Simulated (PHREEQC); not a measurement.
Dissolve 0.018 mol/kgw HBF4 at 25 °C. Closed to the air; pH follows from the charge balance.

Equilibrium calculation in PHREEQC: ion-association model, phreeqc.dat.

```json
[
 {"quantity": "pH", "before": "1.82", "after": "2.49"},
 {"quantity": "HF (mol/kgw)", "before": "0.00745", "after": "0.00365"},
 {"quantity": "F- (mol/kgw)", "before": "0.000381", "after": "0.000809"}
]
```

**Question.** Name the change that produced these shifts.
A) diluted 5-fold with water
B) HBF4 from 0.018 to 0.0198 mol/kgw
C) diluted 10-fold with water
D) HBF4 replaced by (CH3)4NF at the same molality
E) HBF4 from 0.018 to 0.027 mol/kgw

**Answer.** A, diluted 5-fold with water

This is a speciation only: nothing precipitates in the calculation. Real BF4- forms and hydrolyses slowly; the run takes it at equilibrium.
